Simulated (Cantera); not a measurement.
Charge: 1 mol borazine, 0.49 mol N2, 1 mol H2O, equilibrated at 1727 °C and 14000 Pa.

Cantera equilibrium calculation (NASA polynomials, part measured and part estimated; ideal gas, pure solids and liquids). Candidate condensed phases: B, BN, B2O3, B3O3H3, H2O; 39 gas species. The feed counts by its element totals alone. The tables' values for BH2 are old estimates; treat these amounts as uncertain. The numbers say what is thermodynamically allowed, not how fast it happens.

Base state: H2 0.703, N2 0.171, HBO 0.0708, B2O2 0.0194, B2O3 0.0174, HBO2 0.00920, BO 0.00533, H 0.00364 (mole fractions); condensed: BN(s).

Q: What changes in the equilibrium state with this change: pressure from 14000 Pa to 59.0 Pa?

A: 
| species | before | after |
|---|---|---|
| H2 | 0.703 | 0.600 |
| N2 | 0.171 | 0.199 |
| BO | 0.00533 | 0.0732 |
| H | 0.00364 | 0.0519 |
| B2O3 | 0.0174 | 5.63e-5 |
| B2O2 | 0.0194 | 0.0155 |
| HBO | 0.0708 | 0.0584 |
| B | 6.68e-8 | 0.000226 |
| HBO2 | 0.00920 | 3.08e-5 |
| H2O | 0.000507 | 1.76e-6 |
| B2O | 5.50e-6 | 0.00108 |
| BN(s), mol | 2.15 | 1.54 |
| B(s), mol | 0 | 0.446 |
Mutual solubility and eutectic melting of coexisting phases are not modelled.

Q: What changes in the equilibrium state with this change: temperature from 1727 °C to 2052 °C?

A: 
```
species      before     after
----------  -------  --------
H2            0.703     0.649
N2            0.171     0.175
HBO          0.0708    0.0906
BO          0.00533    0.0364
H           0.00364    0.0237
B2O3         0.0174  0.000822
B2O2         0.0194    0.0227
B           6.68e-8   5.50e-5
BH          4.80e-8   1.36e-5
B2O         5.50e-6  0.000599
BH2         2.31e-5  0.000836
BN(s), mol     2.15      2.00
```
